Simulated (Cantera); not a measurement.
An isothermal, constant-pressure homogeneous reactor starts with NO : N₂ = 1 : 2.5 (molar parts), at 1600 K and 0.0530 bar.

Computed with Cantera and GRI-Mech 3.0 (53 species, 325 reactions).

Task: Predict: x(NO) at 200 s; x(NO₂) at 200 s; x(N₂O) at 200 s; x(O₂) at 200 s; x(O) at 200 s.

Result: 
| Item | Value |
|---|---|
| x(NO) at 200 s | 0.236 (gas-phase equilibrium 0.00167) |
| x(NO₂) at 200 s | 7.47e-5 (gas-phase equilibrium 1.27e-6) |
| x(N₂O) at 200 s | 1.85e-5 (gas-phase equilibrium 2.39e-8) |
| x(O₂) at 200 s | 0.0247 (gas-phase equilibrium 0.142) |
| x(O) at 200 s | 1.07e-5 (gas-phase equilibrium 2.39e-5) |
